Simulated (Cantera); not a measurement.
Feed: 1 mol SiO2, 2.1 mol MgO, 0.73 mol H2, at 17.0 Pa.

Equilibrium computed with Cantera from the NASA thermochemical tables; the gas is ideal and each condensed phase is pure. Candidate condensed phases: H2O, Mg, MgO, Mg(OH)2, MgSiO3, Mg2SiO4, Si, SiO2; 24 gas species. Condensed phases not in the tables: alloys, solid solutions and most ternary compounds. Equilibrium is a limit: real reactors are often held back by kinetics, nucleation or transport.

What share of the Si ends up in condensed phases as a function of T (°C), at 1725, 1775, 1825, 1875, 1925, 1975, 2025?


```json
[
 {"T (°C)": "1725", "Si condensed (%)": "96.4", "as": "Mg2SiO4(s)"},
 {"T (°C)": "1775", "Si condensed (%)": "93.8", "as": "Mg2SiO4(s)"},
 {"T (°C)": "1825", "Si condensed (%)": "90.6", "as": "Mg2SiO4(s)"},
 {"T (°C)": "1875", "Si condensed (%)": "85.8", "as": "Mg2SiO4(s)"},
 {"T (°C)": "1925", "Si condensed (%)": "72.1", "as": "Mg2SiO4(l)"},
 {"T (°C)": "1975", "Si condensed (%)": "0.0", "as": "-"},
 {"T (°C)": "2025", "Si condensed (%)": "0.0", "as": "-"}
]
```
